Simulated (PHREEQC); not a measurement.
Solution (25 °C): 0.057 mol KHCO3, 0.00083 mol NaF and 9.4e-05 mol NaCl per kg of water. Closed to the air; pH follows from the charge balance.

Computed with PHREEQC (ion-association model, phreeqc.dat).

| Item | Value |
|---|---|
| pH | 8.16 |
| ionic strength | 0.0586 mol/kgw |
| specific conductance | 5900 µS/cm |
| density | 1.001 g/cm³ |
| total alkalinity | 57.0 meq/kg |

```tsv
species	molality	activity	log γ
K+	0.0570	0.0457	-0.096
HCO3-	0.0556	0.0456	-0.086
Na+	0.000900	0.000734	-0.088
F-	0.000830	0.000664	-0.097
CO2	0.000696	0.000705	0.006
CO3-2	0.000689	0.000311	-0.345
Cl-	9.40e-5	7.56e-5	-0.095
NaHCO3	1.86e-5	1.88e-5	0.006
NaCO3-	5.23e-6	4.25e-6	-0.090
OH-	1.84e-6	1.47e-6	-0.097
NaF	2.77e-7	2.81e-7	0.006
(CO2)2	9.01e-9	9.13e-9	0.006
H+	8.11e-9	6.87e-9	-0.072
HF	6.75e-9	6.85e-9	0.006
```

Precipitation was switched off in this run.
